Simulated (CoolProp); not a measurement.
Vapour-liquid equilibrium of R143a (1) + R1234yf (2) at 49.3 kPa; x and y are mole fractions of (1).

The numbers come from the multi-fluid Helmholtz-energy mixture model, Lemmon and Jacobsen 2000 and Lemmon 2022; pair parameters Bell 2016 in CoolProp.

Give the bubble temperature and the first vapour's composition at x = 0.35, 0.8, 0.95. Is there an azeotrope?

x = 0.35: -52.8 °C, y = 0.567; x = 0.8: -59.2 °C, y = 0.900; x = 0.95: -60.8 °C, y = 0.977. No azeotrope shows between x = 0.05 and 0.95.

Pair parameters are fitted to limited data, so mixtures are less certain than the pure fluids.
